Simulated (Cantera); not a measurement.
A closed system holds: 1 mol HMDSO, 0.31 mol CO2, 49 mol N2, held at 1575 °C and 10.0 mbar.

These are equilibrium values from Cantera (NASA tables, ideal gas, pure condensed phases), not measurements of a reactor. Candidate condensed phases: C, C6H6, C7H8, C8H18, H2O, Si, SiC, SiO2, Si2N2O, Si3N4; 151 gas species. The feed counts by its element totals alone. Kinetics and transport are ignored.

Base state: N2 0.820, H2 0.148, CO 0.0270, HCN 0.00269, H 0.00204, SiO 0.000171, HNC 0.000113, C2H2 (acetylene) 3.82e-5 (mole fractions); condensed: C(graphite) + SiC(s).

### Question
What changes in the equilibrium state with this change: CO2 from 0.31 to 2 mol?

### Answer
```json
[
 {"species": "N2", "before": "0.820", "after": "0.776"},
 {"species": "H2", "before": "0.148", "after": "0.140"},
 {"species": "CO", "before": "0.0270", "after": "0.0788"},
 {"species": "SiO", "before": "0.000171", "after": "0.000501"},
 {"species": "C2H2 (acetylene)", "before": "3.82e-5", "after": "3.62e-5"},
 {"species": "HCN", "before": "0.00269", "after": "0.00255"},
 {"species": "C(graphite), mol", "before": "2.54", "after": "0.892"},
 {"species": "SiC(s), mol", "before": "1.99", "after": "1.97"}
]
```

### Question
What changes in the equilibrium state with this change: temperature from 1575 °C to 1352 °C?

### Answer
```tsv
species	before	after
N2	0.820	0.821
H2	0.148	0.150
CO	0.0270	0.0271
HCN	0.00269	0.000838
H	0.00204	0.000274
SiO	0.000171	8.60e-5
Si	1.88e-5	1.86e-7
C2H2 (acetylene)	3.82e-5	5.35e-6
C(graphite), mol	2.54	2.65
SiC(s), mol	1.99	1.99
```
